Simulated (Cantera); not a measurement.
Cantera run, input and output.

```python
import numpy as np
import cantera as ct

gas = ct.Solution("h2o2.yaml")
gas.TPX = 700, 510000, {'H2': 1, 'O2': 0.208, 'N2': 1}
flame = ct.FreeFlame(gas, width=0.013)
flame.set_refine_criteria(ratio=3, slope=0.08, curve=0.16)
flame.transport_model = "mixture-averaged"
flame.solve(loglevel=0, auto=True)
z, T = flame.grid, flame.T
thick = (T[-1] - T[0]) / np.gradient(T, z).max()
show = ['H2', 'O2', 'O', 'OH', 'H2O', 'H2O2']
print(f"laminar burning velocity  {flame.velocity[0] * 100:.3f} cm/s")
print(f"burnt temperature         {T[-1]:.1f} K")
print(f"thermal thickness         {thick * 1e3:.4f} mm")
print(f"grid points               {len(z)}")
z0 = z[flame.heat_release_rate.argmax()]
print(f"{'z/mm':>9s}{'T/K':>9s}{'u/(m/s)':>9s}" + "".join(f"{s:>11s}" for s in show))
rows = []
for k in (-3, -2, -1.5, -1, -0.5, -0.25, 0, 0.25, 0.5, 1, 2, 4, 8):
    zz = z0 + k * thick
    rows.append([k * thick, np.interp(zz, z, T), np.interp(zz, z, flame.velocity),
                 *(np.interp(zz, z, flame.X[gas.species_index(s)]) for s in show)])
    print(f"{rows[-1][0] * 1e3:9.3f}{rows[-1][1]:9.1f}{rows[-1][2]:9.3f}" + "".join(f"{x:11.3e}" for x in rows[-1][3:]))
```

It prints:

```
laminar burning velocity  956.720 cm/s
burnt temperature         2112.6 K
thermal thickness         0.0642 mm
grid points               107
     z/mm      T/K  u/(m/s)         H2         O2          O         OH        H2O       H2O2
   -0.193    700.0    9.567  4.529e-01  9.420e-02  4.092e-15  2.523e-16  1.351e-10  2.284e-13
   -0.128    700.0    9.567  4.529e-01  9.420e-02  1.860e-12  1.180e-13  6.829e-09  1.566e-11
   -0.096    700.0    9.567  4.529e-01  9.421e-02  7.050e-11  4.631e-12  9.636e-08  2.775e-10
   -0.064    700.7    9.572  4.526e-01  9.426e-02  2.027e-08  3.299e-09  6.257e-06  3.083e-08
   -0.032    755.6   10.202  4.436e-01  9.388e-02  2.021e-05  9.342e-05  2.855e-03  1.221e-05
   -0.016    984.0   12.969  4.127e-01  8.619e-02  2.624e-04  5.831e-04  2.517e-02  2.518e-05
    0.000   1326.9   17.099  3.523e-01  5.957e-02  1.254e-03  1.403e-03  8.356e-02  8.019e-06
    0.016   1578.6   20.166  2.962e-01  2.573e-02  1.485e-03  2.223e-03  1.497e-01  2.032e-06
    0.032   1707.3   21.721  2.713e-01  8.341e-03  8.429e-04  2.342e-03  1.838e-01  9.719e-07
    0.064   1814.9   22.964  2.653e-01  9.883e-04  3.323e-04  2.250e-03  1.993e-01  4.300e-07
    0.128   1904.7   23.954  2.710e-01  8.996e-05  1.760e-04  1.972e-03  2.026e-01  2.160e-07
    0.257   1981.3   24.776  2.776e-01  2.890e-05  8.534e-05  1.508e-03  2.045e-01  1.058e-07
    0.514   2037.5   25.369  2.827e-01  1.170e-05  3.464e-05  1.023e-03  2.059e-01  4.716e-08
```

Cantera simulation using the H2/O2 subset of GRI-Mech 3.0, which has no nitrogen chemistry; the numbers are that mechanism's predictions, not measurements. The hydrogen kinetics of GRI-Mech 3.0 are dated; newer H2 mechanisms differ, most at raised pressure. Burning velocities carry a grid error of a few per cent, more on coarse grids.
